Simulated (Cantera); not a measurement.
Input: 1 mol Pb, 2.9 mol NH₃, 1.7 mol N₂, held at 10.0 Torr.

Equilibrium computed with Cantera from the NASA thermochemical tables; the gas is ideal and each condensed phase is pure. Candidate condensed phases: Pb; 11 gas species. Equilibrium is a limit: real reactors are often held back by kinetics, nucleation or transport.

### Question
At 923 K, list the 3 most abundant gas species with their mole fractions, and the condensed phases.

### Answer
H₂ 0.580, N₂ 0.420, Pb 0.000190. Condensed: Pb(l).
